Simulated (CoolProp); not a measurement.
Vapour pressure (MPa) of the fluoroketone C6F12O (FK-5-1-12): the reference equation beside estimates from Tc = 441.8 K, pc = 1.869 MPa, ω = 0.471. Clausius-Clapeyron is anchored at 226.5 K with a constant enthalpy of vaporisation of 36.06 kJ/mol.

Model: reference Helmholtz-energy equation of state, McLinden 2015, in CoolProp.

```tsv
T (K)	reference	Clausius-Clapeyron	van der Waals	Redlich-Kwong	Soave-Redlich-Kwong	Peng-Robinson
226.5	0.0005512	0.0005512	0.06141	0.005931	0.0005845	0.0006536
237.6	0.001335	0.001348	0.08372	0.01097	0.001385	0.001513
248.7	0.002927	0.003045	0.1112	0.01895	0.002993	0.003206
259.7	0.005864	0.006373	0.1441	0.03075	0.005936	0.006255
270.8	0.01100	0.01264	0.1834	0.04771	0.01106	0.01150
281.9	0.01939	0.02374	0.2295	0.07097	0.01942	0.01995
293	0.03237	0.04252	0.2827	0.1018	0.03236	0.03293
304	0.05138	0.07264	0.3430	0.1411	0.05134	0.05184
315.1	0.07865	0.1201	0.4119	0.1910	0.07864	0.07890
326.2	0.1162	0.1918	0.4891	0.2523	0.1163	0.1161
337.2	0.1658	0.2959	0.5743	0.3257	0.1664	0.1654
348.3	0.2311	0.4458	0.6693	0.4137	0.2325	0.2304
359.4	0.3144	0.6548	0.7737	0.5170	0.3171	0.3137
370.4	0.4178	0.9370	0.8868	0.6356	0.4224	0.4174
```

Absolute difference from the reference over all 14 rows, mean and median: Clausius-Clapeyron 46.1 and 36.4 %, van der Waals 2050.0 and 670.5 %, Redlich-Kwong 300.7 and 194.6 %, Soave-Redlich-Kwong 1.2 and 0.6 %, Peng-Robinson 4.2 and 1.3 %.
